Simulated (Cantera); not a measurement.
Input (Python, Cantera) and output of one run.

```python
import numpy as np
import cantera as ct

gas_names = """
    Electron O O+ O- O2 O2+ O2- O3 S S+ S- SO SO2 SO3 S2 S2O S8
""".split()
cond_names = """
    S(cr1) S(cr2) S(L)
""".split()


def load(file, names, dense=False):
    # The tables refer to 1 bar. Condensed volumes are neglected.
    table = {s.name: s for s in ct.Species.list_from_file(file)}
    out = []
    for n in names:
        d = dict(table[n].input_data)
        d["thermo"] = dict(d["thermo"], **{"reference-pressure": 1e5})
        if dense:
            d["equation-of-state"] = {"model": "constant-volume", "density": "1e6 g/cm^3"}
        out.append(ct.Species.from_dict(d))
    return out


gas = ct.Solution(thermo="ideal-gas", species=load("nasa_gas.yaml", gas_names))
cond = {s.name: ct.Solution(thermo="fixed-stoichiometry", species=[s], name=s.name)
        for s in load("nasa_condensed.yaml", cond_names, dense=True)}
atoms = {
    'SO2': {'S': 1, 'O': 2},
    'O2': {'O': 2},
}
top_T = {}  # K; cautious upper limits of use, not melting points


def equilibrate(T, P, feed):
    n = {}
    for name, mol in feed.items():
        for a, k in atoms[name].items():
            n[a] = n.get(a, 0.0) + k * mol
    gas.TPX = T, P, n
    mass = sum(n.values()) * gas.mean_molecular_weight
    gas.equilibrate("TP")
    valid = [c for c in cond.values() if c.min_temp <= T <= top_T.get(c.name, c.max_temp)]
    mix = ct.Mixture([(gas, mass / gas.mean_molecular_weight)] + [(c, 0.0) for c in valid])
    mix.T, mix.P = T, P
    mix.equilibrate("TP", solver="vcs", rtol=1e-11, max_steps=5000)
    return mix


results = []
feed = {'SO2': 1, 'O2': 0.13}  # mol
P = 1700000  # Pa
for T in [3000, 3250, 3500, 3750, 4000, 4250, 4500, 4750, 5000]:
    mix = equilibrate(T, P, feed)
    results.append((T, P, feed, dict(zip(mix.species_names, mix.species_moles))))

top = {s: max(r[3][s] / sum(r[3][g] for g in gas_names) for r in results) for s in gas_names}
cols = sorted((s for s in top if top[s] > 0.001), key=lambda s: -top[s])[:8]
seen = [c for c in cond_names if any(r[3].get(c, 0) > 1e-12 for r in results)]
print("log10 of partial pressures in bar; condensed amounts in mol")
print(f"{'T/K':>10s}" + "".join(f"{s[:9]:>10s}" for s in cols + seen))
for T, P, feed, n in results:
    ng = sum(n[g] for g in gas_names)
    print(f"{T:10.4g}" + "".join(f"{np.log10(max(n[s] / ng * P / 1e5, 1e-99)):10.3f}" for s in cols)
          + "".join(f"{n.get(c, 0):10.4g}" for c in seen))
```

Result:

```
log10 of partial pressures in bar; condensed amounts in mol
       T/K       SO2         O        SO        O2         S        S2       SO3
      3000     1.149    -0.782    -0.220     0.328    -2.268    -3.343    -1.737
      3250     1.110    -0.416     0.124     0.372    -1.573    -2.539    -1.874
      3500     1.043    -0.094     0.376     0.426    -1.027    -1.951    -2.016
      3750     0.938     0.184     0.550     0.471    -0.598    -1.530    -2.187
      4000     0.788     0.418     0.655     0.492    -0.260    -1.238    -2.403
      4250     0.588     0.608     0.697     0.474     0.006    -1.044    -2.679
      4500     0.336     0.754     0.682     0.415     0.212    -0.933    -3.021
      4750     0.033     0.861     0.616     0.314     0.369    -0.890    -3.427
      5000    -0.310     0.935     0.508     0.179     0.483    -0.905    -3.886
```

Cantera equilibrium calculation (NASA polynomials, part measured and part estimated; ideal gas, pure solids and liquids).
